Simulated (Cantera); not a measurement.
**Equilibrium for silicon carbide growth: SiH4 + CH4 + H2 + HCl**

Input: 1 mol SiH4, 0.013 mol CH4, a varied amount of H2, 0.31 mol HCl, equilibrated at 2050 °C and 0.100 bar.

Method: chemical equilibrium by Gibbs-energy minimisation in Cantera with the NASA 1993 tables (ideal gas, pure condensed phases). Candidate condensed phases: C, C6H6, C7H8, C8H18, Si, SiC; 109 gas species. The tables' values for SiCl are old estimates; treat these amounts as uncertain. Gases not in the tables: Si2H6 and higher silanes. The numbers say what is thermodynamically allowed, not how fast it happens.

From 90 mol H2 to 710 mol H2 nothing is condensed. The main Si-bearing gas is Si throughout.

| n(H2) (mol) | x H2 | x H | x Si | x HCl |
|---|---|---|---|---|
| 90 | 0.953 | 0.0336 | 0.00860 | 0.00310 |
| 150 | 0.958 | 0.0337 | 0.00534 | 0.00191 |
| 200 | 0.960 | 0.0337 | 0.00406 | 0.00145 |
| 260 | 0.961 | 0.0338 | 0.00316 | 0.00112 |
| 320 | 0.962 | 0.0338 | 0.00258 | 0.000913 |
| 370 | 0.963 | 0.0338 | 0.00224 | 0.000792 |
| 430 | 0.963 | 0.0338 | 0.00194 | 0.000683 |
| 490 | 0.964 | 0.0338 | 0.00171 | 0.000600 |
| 540 | 0.964 | 0.0338 | 0.00155 | 0.000545 |
| 600 | 0.964 | 0.0338 | 0.00140 | 0.000491 |
| 660 | 0.964 | 0.0338 | 0.00127 | 0.000447 |
| 710 | 0.964 | 0.0338 | 0.00119 | 0.000416 |
x: gas mole fraction; nothing condenses.
